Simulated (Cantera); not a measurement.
An adiabatic, constant-volume homogeneous reactor starts with CH₄ : CO : O₂ : N₂ : H₂O = 1 : 0.31 : 1.35 : 5.06 : 1.5 (molar parts), at 1475 K and 16.0 bar. Integrator tolerance rtol = 1e-08.

Cantera simulation using GRI-Mech 3.0 (53 species, 325 reactions); the numbers are that mechanism's predictions, not measurements. The pressure lies above the range GRI-Mech 3.0 was tuned for (to about 10 atm).

**Question.** What does this change do: constant pressure in place of constant volume?

**Answer.** 
```json
[
 {"quantity": "time of steepest temperature rise", "before": "0.265 ms", "after": "0.292 ms"},
 {"quantity": "temperature at 10.0 s", "before": "2826 K", "after": "2580 K"},
 {"quantity": "equilibrium temperature", "before": "2826 K", "after": "2580 K"},
 {"quantity": "x(CH₄) at 10.0 s", "before": "1.55e-10 (gas-phase equilibrium 1.75e-10)", "after": "8.64e-11 (gas-phase equilibrium 9.75e-11)"},
 {"quantity": "x(CO) at 10.0 s", "before": "0.0876 (gas-phase equilibrium 0.0876)", "after": "0.0854 (gas-phase equilibrium 0.0854)"},
 {"quantity": "x(O₂) at 10.0 s", "before": "0.000225 (gas-phase equilibrium 0.000225)", "after": "5.94e-5 (gas-phase equilibrium 5.94e-5)"},
 {"quantity": "x(NO₂) at 10.0 s", "before": "1.25e-7 (gas-phase equilibrium 1.25e-7)", "after": "1.97e-8 (gas-phase equilibrium 1.97e-8)"},
 {"quantity": "x(HCO) at 10.0 s", "before": "1.16e-6 (gas-phase equilibrium 1.16e-6)", "after": "4.29e-7 (gas-phase equilibrium 4.29e-7)"},
 {"quantity": "x(CH₂O) at 10.0 s", "before": "8.88e-8 (gas-phase equilibrium 8.88e-8)", "after": "4.25e-8 (gas-phase equilibrium 4.25e-8)"},
 {"quantity": "x(C₂H) at 10.0 s", "before": "<1e-12 (gas-phase equilibrium <1e-12)", "after": "<1e-12 (gas-phase equilibrium <1e-12)"}
]
```

**Question.** What does this change do: initial temperature 1475 to 1775 K?

**Answer.** 
```
quantity                                                              before                                      after
---------------------------------  -----------------------------------------  -----------------------------------------
time of steepest temperature rise                                   0.265 ms                                    17.6 µs
temperature at 10.0 s                                                 2826 K                                     3010 K
equilibrium temperature                                               2826 K                                     3010 K
x(CH₄) at 10.0 s                   1.55e-10 (gas-phase equilibrium 1.75e-10)  7.67e-11 (gas-phase equilibrium 8.80e-11)
x(CO) at 10.0 s                        0.0876 (gas-phase equilibrium 0.0876)      0.0897 (gas-phase equilibrium 0.0897)
x(O₂) at 10.0 s                    0.000225 (gas-phase equilibrium 0.000225)  0.000874 (gas-phase equilibrium 0.000874)
x(NO₂) at 10.0 s                     1.25e-7 (gas-phase equilibrium 1.25e-7)    5.02e-7 (gas-phase equilibrium 5.02e-7)
x(HCO) at 10.0 s                     1.16e-6 (gas-phase equilibrium 1.16e-6)    1.68e-6 (gas-phase equilibrium 1.68e-6)
x(CH₂O) at 10.0 s                    8.88e-8 (gas-phase equilibrium 8.88e-8)    8.23e-8 (gas-phase equilibrium 8.23e-8)
x(C₂H) at 10.0 s                       <1e-12 (gas-phase equilibrium <1e-12)      <1e-12 (gas-phase equilibrium <1e-12)
```
Above 3000 K some thermodynamic fits are extrapolated.
